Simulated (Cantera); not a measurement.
Cantera run:

```python
import numpy as np
import cantera as ct

gas_names = """
    B BO BO2 B2 B2O B2O2 B2O3 O O2 O3
""".split()
cond_names = """
    B(b) B(L) B2O3(L)
""".split()


# ... load() reads the species with a 1 bar reference pressure and builds the phases ...
atoms = {
    'B': {'B': 1},
    'O2': {'O': 2},
}
top_T = {}  # K; cautious upper limits of use, not melting points


# ... equilibrate(T, P, feed) seeds the gas with the atoms and calls Mixture.equilibrate('TP', solver="vcs", rtol=1e-11, max_steps=5000) ...
results = []
feed = {'B': 1, 'O2': 0.43}  # mol
P = 1333.22  # Pa
for T in [1848, 1873, 1898, 1923, 1948, 1973, 1998, 2023, 2048, 2073, 2098, 2123, 2148, 2173]:
    mix = equilibrate(T, P, feed)
    results.append((T, P, feed, dict(zip(mix.species_names, mix.species_moles))))

top = {s: max(r[3][s] / sum(r[3][g] for g in gas_names) for r in results) for s in gas_names}
cols = sorted((s for s in top if top[s] > 1e-06), key=lambda s: -top[s])[:5]
seen = [c for c in cond_names if any(r[3].get(c, 0) > 1e-12 for r in results)]
print("log10 of partial pressures in bar; condensed amounts in mol")
print(f"{'T/K':>10s}" + "".join(f"{s[:9]:>10s}" for s in cols + seen))
for T, P, feed, n in results:
    ng = sum(n[g] for g in gas_names)
    print(f"{T:10.4g}" + "".join(f"{np.log10(max(n[s] / ng * P / 1e5, 1e-99)):10.3f}" for s in cols)
          + "".join(f"{n.get(c, 0):10.4g}" for c in seen))
```

It prints:

```
log10 of partial pressures in bar; condensed amounts in mol
       T/K      B2O2        BO      B2O3       B2O         B      B(b)
      1848    -1.989    -3.313    -2.588    -5.328    -8.066    0.2171
      1873    -1.983    -3.226    -2.634    -5.210    -7.856    0.2102
      1898    -1.978    -3.143    -2.681    -5.095    -7.653    0.2038
      1923    -1.975    -3.063    -2.729    -4.984    -7.454    0.1978
      1948    -1.974    -2.985    -2.778    -4.877    -7.261    0.1921
      1973    -1.975    -2.911    -2.829    -4.773    -7.073    0.1869
      1998    -1.977    -2.839    -2.881    -4.673    -6.890     0.182
      2023    -1.981    -2.770    -2.934    -4.577    -6.711    0.1775
      2048    -1.987    -2.704    -2.989    -4.484    -6.537    0.1732
      2073    -1.996    -2.640    -3.046    -4.395    -6.366    0.1693
      2098    -2.006    -2.579    -3.105    -4.309    -6.200    0.1655
      2123    -2.019    -2.521    -3.167    -4.227    -6.038     0.162
      2148    -2.034    -2.466    -3.231    -4.148    -5.880    0.1586
      2173    -2.051    -2.414    -3.298    -4.072    -5.726    0.1554
```

Cantera equilibrium calculation (NASA polynomials, part measured and part estimated; ideal gas, pure solids and liquids).
